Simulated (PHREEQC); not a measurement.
Solution (38 °C): 0.066 mol Ni(NO3)2 per kg of water. It is in equilibrium with CO2 at log p = -3.4 (atm). Otherwise closed; pH follows from the charge balance.

Model: ion-association model, wateq4f.dat, run in PHREEQC.

```
quantity          before    after
---------------  -------  -------
pH                  5.21     5.12
CO2 (mol/kgw)    9.42e-6  5.42e-6
HCO3- (mol/kgw)  1.08e-6  4.97e-7
```

Task: Which change was made?
A) Ni(NO3)2 from 0.066 to 0.66 mol/kgw
B) temperature from 38 to 70 °C
C) Ni(NO3)2 from 0.066 to 0.033 mol/kgw
D) Ni(NO3)2 replaced by Ba(NO3)2 at the same molality
E) temperature from 38 to 20 °C

Result: B, temperature from 38 to 70 °C

No solid was allowed to form. Constants without temperature data keep their 25 °C values here.
